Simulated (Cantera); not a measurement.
Charge: 1 mol n-butane, 0.17 mol NH3, a varied amount of H2, at 1152 °C and 99.0 bar.

These are equilibrium values from Cantera (NASA tables, ideal gas, pure condensed phases), not measurements of a reactor. Candidate condensed phases: C, C6H6, C7H8, C8H18; 92 gas species. The ideal-gas law is rough above about 30 bar. Equilibrium is a limit: real reactors are often held back by kinetics, nucleation or transport.

Q: What share of the C ends up in condensed phases as a function of n(H2) (mol), at 0.71, 1.1, 1.8, 3, 4.8, 7.7, 12, 20?

A: 
| n(H2) (mol) | C condensed (%) | as |
|---|---|---|
| 0.71 | 72.9 | C(graphite) |
| 1.1 | 71.1 | C(graphite) |
| 1.8 | 67.9 | C(graphite) |
| 3 | 62.4 | C(graphite) |
| 4.8 | 54.1 | C(graphite) |
| 7.7 | 40.8 | C(graphite) |
| 12 | 21.1 | C(graphite) |
| 20 | 0.0 | - |
